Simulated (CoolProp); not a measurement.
The numbers come from the reference Helmholtz-energy equation of state, Tillner-Roth 1997 in CoolProp.

For CH2F2 (R32), give the phase and the Joule-Thomson coefficient (K/MPa), conductivity (mW/(m K)), Prandtl number at 124.45 °C and 5780 kPa; 124.45 °C and 17300 kPa; 124.45 °C and 23100 kPa.


- 124.45 °C and 5780 kPa: gas; Joule-Thomson coefficient 8.89, conductivity 32.5, Prandtl number 0.955
- 124.45 °C and 17300 kPa: supercritical; Joule-Thomson coefficient 1.59, conductivity 82.0, Prandtl number 1.57
- 124.45 °C and 23100 kPa: supercritical; Joule-Thomson coefficient 0.796, conductivity 92.5, Prandtl number 1.43

Viscosity comes from a separate model (Bell 2016), an estimate that may be off by 10 % or more. Thermal conductivity comes from a separate model (Huber 2003), an estimate that may be off by 10 % or more.
